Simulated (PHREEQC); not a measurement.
Synthetic water in mmol/kgw, 20 °C, pH 3.1, pe 10.4: Na 6.62; K 0.0344; Ca 3.58; Mg 1.54; Cl 4.38; S(6) 7.26; B 0.00368; Zn 0.247; Mn(2) 0.0452; F 0.3.

Valence states are taken as typed.

Model: ion-association model, phreeqc.dat, run in PHREEQC.

This is a speciation only: nothing precipitates in the calculation.

**Question.** Order these Zn species by the share of Zn that they hold, largest first: Zn(SO4)2-2, ZnCl+, ZnSO4, Zn+2.

**Answer.** Zn+2 (71 %), ZnSO4 (27 %), Zn(SO4)2-2 (1.3 %), ZnCl+ (0.37 %)

**Question.** Order these Ca species by the share of Ca that they hold, largest first: Ca+2, CaSO4, CaHSO4+.

**Answer.** Ca+2 (77 %), CaSO4 (23 %), CaHSO4+ (0.13 %)

The pH is 3.10 and the ionic strength 0.0256 mol/kgw. Saturation is exceeded, for instance for Fluorite; the values hold only as long as no solid forms. Complexes and solids missing from the database can't appear. Real BF4- forms and hydrolyses slowly; the run takes it at equilibrium.
